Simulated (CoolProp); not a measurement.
Isobutane at 298.15 K and 0.0788 MPa is compressed adiabatically to 0.22 MPa with isentropic efficiency 0.85. Each further row changes one setting.

Computed with CoolProp (reference Helmholtz-energy equation of state, Bücker 2006).

```
case             work (kJ/kg)  final temperature (K)  final density (kg/m³)
---------------  ------------  ---------------------  ---------------------
as stated                52.2                  330.3                   4.86
efficiency 1             44.4                  326.0                   4.93
efficiency 0.65          68.3                  338.8                   4.72
```
